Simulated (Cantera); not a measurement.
Charge: 1 mol Pb, 1.8 mol CO, 0.34 mol H2, at 13.3 mbar.

These are equilibrium values from Cantera (NASA tables, ideal gas, pure condensed phases), not measurements of a reactor. Candidate condensed phases: C, C6H6, C7H8, C8H18, H2O, Pb, PbO, PbO2, Pb3O4; 113 gas species. Kinetics and transport are ignored.

x: gas mole fraction; n: condensed amount in mol.

```csv
T (K),x CO,x Pb,x H2,x CO2,x H2O,x Pb2,n C(graphite),n Pb(l)
1148,0.823,0.0210,0.156,___,8.20e-5,4.49e-7,0.000965,0.954
1173,0.814,0.0316,0.154,___,5.93e-5,8.89e-7,0.000662,0.930
1198,0.802,0.0468,0.151,___,4.30e-5,1.71e-6,0.000459,0.895
1223,0.784,0.0681,0.148,___,3.11e-5,3.19e-6,0.000321,0.844
1248,0.759,0.0975,0.143,___,2.23e-5,5.81e-6,0.000225,0.769
1273,0.725,0.138,0.137,___,1.58e-5,1.03e-5,0,0.658
1298,0.680,0.192,0.128,___,1.08e-5,1.79e-5,0,0.492
1323,0.619,0.264,0.117,___,7.08e-6,3.05e-5,0,0.233
1348,0.573,0.318,0.108,___,4.83e-6,4.01e-5,0,0
1373,0.573,0.318,0.108,___,3.87e-6,3.63e-5,0,0
1398,0.573,0.318,0.108,___,3.13e-6,3.30e-5,0,0
1423,0.573,0.318,0.108,___,2.55e-6,3.01e-5,0,0
1448,0.573,0.318,0.108,___,2.10e-6,2.75e-5,0,0
1473,0.573,0.318,0.108,___,1.73e-6,2.52e-5,0,0
```

Question: Complete the blanks.

Answer: 
- 1148, x CO2: 0.000367
- 1173, x CO2: 0.000247
- 1198, x CO2: 0.000167
- 1223, x CO2: 0.000113
- 1248, x CO2: 7.59e-5
- 1273, x CO2: 5.04e-5
- 1298, x CO2: 3.26e-5
- 1323, x CO2: 2.02e-5
- 1348, x CO2: 1.31e-5
- 1373, x CO2: 9.96e-6
- 1398, x CO2: 7.67e-6
- 1423, x CO2: 5.97e-6
- 1448, x CO2: 4.68e-6
- 1473, x CO2: 3.71e-6
